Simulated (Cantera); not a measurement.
Feed: 1 mol CS2, 0.27 mol SO2, 0.59 mol O2, held at 99.0 Pa.

Method: chemical equilibrium by Gibbs-energy minimisation in Cantera with the NASA 1993 tables (ideal gas, pure condensed phases). Candidate condensed phases: C, S; 22 gas species. Equilibrium is a limit: real reactors are often held back by kinetics, nucleation or transport.

**Question.** At 3123 K, list the 6 most abundant gas species with their mole fractions, and the condensed phases.

**Answer.** S 0.555, CO 0.258, O 0.158, SO 0.0252, S2 0.00239, O2 0.000856. Condensed: gas only.
